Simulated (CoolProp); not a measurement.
Properties of sulfur dioxide along the isotherm 470.1 K.

Computed with CoolProp (reference Helmholtz-energy equation of state, Gao 2016).

```json
[
 {"p (bar)": "0.374", "phase": "gas", "Z": "0.9988", "cv (kJ/(kg K))": "0.5839", "isothermal compressibility (1/MPa)": "26.77"},
 {"p (bar)": "0.768", "phase": "gas", "Z": "0.9975", "cv (kJ/(kg K))": "0.5844", "isothermal compressibility (1/MPa)": "13.05"},
 {"p (bar)": "1.58", "phase": "gas", "Z": "0.9949", "cv (kJ/(kg K))": "0.5853", "isothermal compressibility (1/MPa)": "6.362"},
 {"p (bar)": "3.24", "phase": "gas", "Z": "0.9895", "cv (kJ/(kg K))": "0.5872", "isothermal compressibility (1/MPa)": "3.119"},
 {"p (bar)": "6.65", "phase": "gas", "Z": "0.9783", "cv (kJ/(kg K))": "0.5912", "isothermal compressibility (1/MPa)": "1.538"},
 {"p (bar)": "13.7", "phase": "gas", "Z": "0.9546", "cv (kJ/(kg K))": "0.5999", "isothermal compressibility (1/MPa)": "0.7656"},
 {"p (bar)": "28.1", "phase": "gas", "Z": "0.9040", "cv (kJ/(kg K))": "0.6193", "isothermal compressibility (1/MPa)": "0.3960"},
 {"p (bar)": "57.6", "phase": "gas", "Z": "0.7887", "cv (kJ/(kg K))": "0.6686", "isothermal compressibility (1/MPa)": "0.2272"},
 {"p (bar)": "118", "phase": "supercritical", "Z": "0.4780", "cv (kJ/(kg K))": "0.8269", "isothermal compressibility (1/MPa)": "0.1995"}
]
```
